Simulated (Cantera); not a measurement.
An isothermal, constant-pressure homogeneous reactor starts with 37.0 % NH3, 63.0 % N2, at 2373 K and 0.0133 bar.

Computed with Cantera and the gas-phase N/H chemistry of the illustrative SiF4/NH3 mechanism in the Surface Chemkin manual (1991). Walls and surfaces, which speed up NH3 decomposition in real reactors, are not modelled.

x: mole fraction; the columns are a selection and need not sum to one.

```tsv
t (s)	x NH3	x H	x H2	x NH	x N2H2	x N
6.00e-6	0.370	5.35e-6	4.17e-6	3.75e-10	9.68e-12	<1e-12
2.07e-5	0.370	7.30e-6	2.56e-5	9.27e-9	4.44e-10	2.63e-12
7.16e-5	0.370	7.40e-6	0.000106	1.60e-7	1.09e-8	1.73e-10
0.000247	0.369	7.79e-6	0.000390	2.67e-6	1.94e-7	8.82e-9
0.000855	0.367	1.48e-5	0.00165	2.63e-5	3.26e-6	1.78e-7
0.00295	0.355	7.96e-5	0.0126	8.43e-5	1.60e-5	1.71e-6
0.0102	0.311	0.000258	0.0614	0.000116	1.40e-5	6.87e-6
0.0353	…	…	…	0.000123	…	…
0.122	0.0577	0.00170	0.340	8.26e-5	1.69e-6	1.50e-5
0.421	0.00122	0.00635	0.400	1.96e-5	2.23e-8	1.21e-5
1.45	5.82e-7	0.0353	0.381	3.23e-7	<1e-12	1.17e-6
5.03	2.71e-8	0.0698	0.356	6.72e-8	<1e-12	5.15e-7
17.4	2.55e-8	0.0725	0.354	6.91e-8	<1e-12	5.53e-7
60.0	2.55e-8	0.0725	0.354	6.91e-8	<1e-12	5.53e-7
```

Question: Fill in the missing entries.

Answer: 
- 0.0353, x NH3: 0.203
- 0.0353, x H: 0.000687
- 0.0353, x H2: 0.181
- 0.0353, x N2H2: 7.82e-6
- 0.0353, x N: 1.32e-5
